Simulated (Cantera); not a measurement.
Mixture: C2H4 : O2 : N2 : CO2 = 1 : 2.14 : 8.06 : 0.58 (molar parts), equivalence ratio 1.4, at 0.987 atm, adiabatic and at constant pressure. Ignition delay is the time to a rise of 400 K.

Detailed kinetics in Cantera: GRI-Mech 3.0 (53 species, 325 reactions). GRI-Mech 3.0 was tuned for natural gas; its chemistry of ethylene as a main component is partial and can be far from experiment.

Q: What does this change do: pressure from 0.987 atm to 4.93 atm?

A: 
```
quantity                                               before      after
--------------------------------------------------  ---------  ---------
delay at 1173 K                                       1.06 ms    1.76 ms
delay at 1373 K                                       59.3 µs    24.3 µs
delay at 1573 K                                       22.9 µs    5.56 µs
delay at 1773 K                                       12.4 µs    2.72 µs
delay at 1973 K                                       7.77 µs    1.65 µs
apparent activation energy between 1773 and 1973 K  68 kJ/mol  73 kJ/mol
```

Q: What does this change do: constant volume in place of constant pressure?

A: 
```csv
quantity,before,after
delay at 1173 K,1.06 ms,1.05 ms
delay at 1373 K,59.3 µs,56.5 µs
delay at 1573 K,22.9 µs,21.3 µs
delay at 1773 K,12.4 µs,11.4 µs
delay at 1973 K,7.77 µs,7.03 µs
apparent activation energy between 1773 and 1973 K,68 kJ/mol,70 kJ/mol
```
